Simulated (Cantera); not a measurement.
An adiabatic, constant-pressure homogeneous reactor starts with CH4 : C2H6 : O2 : N2 = 1 : 0.066 : 1.06 : 3.99 (molar parts), equivalence ratio 2.1, at 1750 K and 2.17 atm. Integrator tolerance rtol = 1e-08.

Detailed kinetics in Cantera: GRI-Mech 3.0 (53 species, 325 reactions).

Question: What does this change do: initial temperature 1750 to 1400 K?

Answer: 
```csv
quantity,before,after
time of steepest temperature rise,41.5 µs,0.843 ms
temperature at 0.100 s,2664 K,2395 K
equilibrium temperature,2664 K,2395 K
x(CH4) at 0.100 s,5.10e-11 (gas-phase equilibrium 5.72e-11),1.61e-10 (gas-phase equilibrium 1.82e-10)
x(C2H6) at 0.100 s,<1e-12 (gas-phase equilibrium <1e-12),<1e-12 (gas-phase equilibrium <1e-12)
x(O2) at 0.100 s,3.29e-5 (gas-phase equilibrium 3.29e-5),2.48e-6 (gas-phase equilibrium 2.48e-6)
x(HO2) at 0.100 s,3.93e-8 (gas-phase equilibrium 3.93e-8),2.87e-9 (gas-phase equilibrium 2.87e-9)
x(C2H) at 0.100 s,<1e-12 (gas-phase equilibrium <1e-12),<1e-12 (gas-phase equilibrium <1e-12)
x(CH2) at 0.100 s,1.00e-11 (gas-phase equilibrium 1.09e-11),2.91e-12 (gas-phase equilibrium 3.24e-12)
x(C2H2) at 0.100 s,<1e-12 (gas-phase equilibrium <1e-12),<1e-12 (gas-phase equilibrium <1e-12)
```

Question: What does this change do: initial temperature 1750 to 1425 K?

Answer: 
```csv
quantity,before,after
time of steepest temperature rise,41.5 µs,0.653 ms
temperature at 0.100 s,2664 K,2416 K
equilibrium temperature,2664 K,2416 K
x(CH4) at 0.100 s,5.10e-11 (gas-phase equilibrium 5.72e-11),1.46e-10 (gas-phase equilibrium 1.65e-10)
x(C2H6) at 0.100 s,<1e-12 (gas-phase equilibrium <1e-12),<1e-12 (gas-phase equilibrium <1e-12)
x(O2) at 0.100 s,3.29e-5 (gas-phase equilibrium 3.29e-5),3.09e-6 (gas-phase equilibrium 3.09e-6)
x(HO2) at 0.100 s,3.93e-8 (gas-phase equilibrium 3.93e-8),3.59e-9 (gas-phase equilibrium 3.59e-9)
x(C2H) at 0.100 s,<1e-12 (gas-phase equilibrium <1e-12),<1e-12 (gas-phase equilibrium <1e-12)
x(CH2) at 0.100 s,1.00e-11 (gas-phase equilibrium 1.09e-11),3.23e-12 (gas-phase equilibrium 3.60e-12)
x(C2H2) at 0.100 s,<1e-12 (gas-phase equilibrium <1e-12),<1e-12 (gas-phase equilibrium <1e-12)
```
